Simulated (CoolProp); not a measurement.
Vapour-liquid equilibrium of R22 (1) + R134a (2) at 0.856 MPa; x and y are mole fractions of (1).

Values from CoolProp's multi-fluid Helmholtz-energy mixture model, Kamei 1995 and Tillner-Roth 1994; pair parameters Bell 2016.

```json
[
 {"x": "0.05", "bubble temperature, mixture model (K)": "___", "bubble temperature, Raoult's law (K)": "305.9", "y, mixture model": "0.075", "y, Raoult's law": "0.075"},
 {"x": "0.125", "bubble temperature, mixture model (K)": "304.0", "bubble temperature, Raoult's law (K)": "304.6", "y, mixture model": "0.178", "y, Raoult's law": "0.180"},
 {"x": "0.2", "bubble temperature, mixture model (K)": "302.5", "bubble temperature, Raoult's law (K)": "303.2", "y, mixture model": "0.273", "y, Raoult's law": "0.279"},
 {"x": "0.275", "bubble temperature, mixture model (K)": "301.1", "bubble temperature, Raoult's law (K)": "301.9", "y, mixture model": "___", "y, Raoult's law": "0.371"},
 {"x": "0.35", "bubble temperature, mixture model (K)": "299.7", "bubble temperature, Raoult's law (K)": "300.6", "y, mixture model": "0.442", "y, Raoult's law": "0.456"},
 {"x": "0.425", "bubble temperature, mixture model (K)": "298.5", "bubble temperature, Raoult's law (K)": "299.4", "y, mixture model": "0.519", "y, Raoult's law": "0.536"},
 {"x": "0.5", "bubble temperature, mixture model (K)": "297.3", "bubble temperature, Raoult's law (K)": "298.2", "y, mixture model": "___", "y, Raoult's law": "0.611"},
 {"x": "0.575", "bubble temperature, mixture model (K)": "296.2", "bubble temperature, Raoult's law (K)": "297.0", "y, mixture model": "___", "y, Raoult's law": "0.680"},
 {"x": "0.65", "bubble temperature, mixture model (K)": "295.2", "bubble temperature, Raoult's law (K)": "295.9", "y, mixture model": "0.723", "y, Raoult's law": "0.746"},
 {"x": "0.725", "bubble temperature, mixture model (K)": "294.2", "bubble temperature, Raoult's law (K)": "294.8", "y, mixture model": "0.786", "y, Raoult's law": "0.807"},
 {"x": "0.8", "bubble temperature, mixture model (K)": "293.3", "bubble temperature, Raoult's law (K)": "293.7", "y, mixture model": "0.846", "y, Raoult's law": "0.864"},
 {"x": "0.875", "bubble temperature, mixture model (K)": "292.4", "bubble temperature, Raoult's law (K)": "292.7", "y, mixture model": "0.905", "y, Raoult's law": "0.918"},
 {"x": "0.95", "bubble temperature, mixture model (K)": "291.5", "bubble temperature, Raoult's law (K)": "291.6", "y, mixture model": "0.962", "y, Raoult's law": "0.968"}
]
```

**Question.** Fill in the missing entries.

**Answer.** 
- 0.05, bubble temperature, mixture model (K): 305.7
- 0.275, y, mixture model: 0.361
- 0.5, y, mixture model: 0.590
- 0.575, y, mixture model: 0.658

The largest gap from Raoult's law is -0.9 K in bubble temperature, at x = 0.425. No azeotrope shows between x = 0.05 and 0.95.

The pair parameters rest on a limited set of measurements; away from them the model extrapolates.
